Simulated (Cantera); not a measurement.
# Roasting and sulfation: MgO + SO3 + H2O

Feed: 1 mol MgO, 3.2 mol SO3, 0.17 mol H2O, equilibrated at 2.00 bar.

Cantera equilibrium calculation (NASA polynomials, part measured and part estimated; ideal gas, pure solids and liquids). Candidate condensed phases: H2O, H2SO4, Mg, MgO, Mg(OH)2, MgS, MgSO4, S; 26 gas species. Rates play no part.

| T (°C) | x SO3 | x SO2 | x O2 | x H2O | x H2SO4 | x OH | n MgSO4(s) | n MgO(s) |
|---|---|---|---|---|---|---|---|---|
| 477 | 0.862 | 0.0443 | 0.0222 | 0.0552 | 0.0161 | 6.12e-11 | 1.00 | 0 |
| 577 | 0.728 | 0.136 | 0.0682 | 0.0643 | 0.00276 | 1.86e-9 | 1.00 | 0 |
| 677 | 0.511 | 0.285 | 0.143 | 0.0611 | 0.000472 | 2.45e-8 | 1.00 | 0 |
| 777 | 0.294 | 0.433 | 0.216 | 0.0561 | 8.49e-5 | 1.85e-7 | 1.00 | 0 |
| 877 | 0.152 | 0.530 | 0.265 | 0.0527 | 1.70e-5 | 9.53e-7 | 1.00 | 0 |
| 977 | 0.0773 | 0.581 | 0.291 | 0.0509 | 4.07e-6 | 3.74e-6 | 1.00 | 0 |
| 1077 | 0.0414 | 0.606 | 0.303 | 0.0500 | 1.17e-6 | 1.19e-5 | 1.00 | 0 |
| 1177 | 0.0242 | 0.627 | 0.314 | 0.0346 | 2.83e-7 | 2.73e-5 | 0 | 1.00 |
| 1277 | 0.0147 | 0.634 | 0.317 | 0.0344 | 1.11e-7 | 6.52e-5 | 0 | 1.00 |
| 1377 | 0.00950 | 0.637 | 0.319 | 0.0343 | 4.88e-8 | 0.000140 | 0 | 1.00 |
| 1477 | 0.00644 | 0.639 | 0.320 | 0.0342 | 2.37e-8 | 0.000276 | 0 | 1.000 |
x: gas mole fraction; n: condensed amount in mol.

From 477 °C to 1077 °C the condensed part is MgSO4(s). From 1177 °C to 1477 °C the condensed part is MgO(s).
